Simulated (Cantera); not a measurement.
Feed: 1 mol Si(CH₃)₄, 0.49 mol C₂H₄, 54 mol H₂, at 1900 K and 0.490 bar.

Equilibrium computed with Cantera from the NASA thermochemical tables; the gas is ideal and each condensed phase is pure. Candidate condensed phases: C, C₆H₆, C₇H₈, C₈H₁₈, Si, SiC; 87 gas species. Equilibrium is a limit: real reactors are often held back by kinetics, nucleation or transport.

Base state: H₂ 0.998, H 0.00113, C₂H₂ (acetylene) 0.000381, CH₄ 0.000274 (mole fractions); condensed: C(graphite) + SiC(s).

Task: What changes in the equilibrium state with this change: temperature from 1900 K to 1173 K?

Result: 
```
species             before    after
----------------  --------  -------
H₂                   0.998    0.991
CH₄               0.000274  0.00935
H                  0.00113  1.68e-7
C₂H₂ (acetylene)  0.000381  6.07e-8
C(graphite), mol      3.92     3.41
SiC(s), mol          1.000     1.00
```
